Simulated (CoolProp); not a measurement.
A closed Brayton cycle with carbon dioxide: compressor inlet 324.15 K and 7.6 MPa, high pressure 19.6 MPa, turbine inlet 755 K, compressor efficiency 0.8, turbine efficiency 0.85, recuperator effectiveness 0.95 (on enthalpy, no pinch check). Each further row changes one setting.

Model: reference Helmholtz-energy equation of state, Span 1996, in CoolProp.

```json
[
 {"case": "as stated", "thermal efficiency (%)": "28.2", "net work (kJ/kg)": "52.7", "compressor to turbine work": "0.50", "compressor exit (K)": "408.1", "turbine exit (K)": "653.4"},
 {"case": "turbine inlet 705 K", "thermal efficiency (%)": "25.3", "net work (kJ/kg)": "44.4", "compressor to turbine work": "0.55", "compressor exit (K)": "408.1", "turbine exit (K)": "607.0"},
 {"case": "compressor inlet 334.15 K", "thermal efficiency (%)": "26.3", "net work (kJ/kg)": "46.8", "compressor to turbine work": "0.56", "compressor exit (K)": "423.1", "turbine exit (K)": "653.4"},
 {"case": "high pressure 16.7 MPa", "thermal efficiency (%)": "28.2", "net work (kJ/kg)": "46.4", "compressor to turbine work": "0.48", "compressor exit (K)": "393.4", "turbine exit (K)": "670.2"},
 {"case": "recuperator effectiveness 0.5", "thermal efficiency (%)": "16.9", "net work (kJ/kg)": "52.7", "compressor to turbine work": "0.50", "compressor exit (K)": "408.1", "turbine exit (K)": "653.4"}
]
```
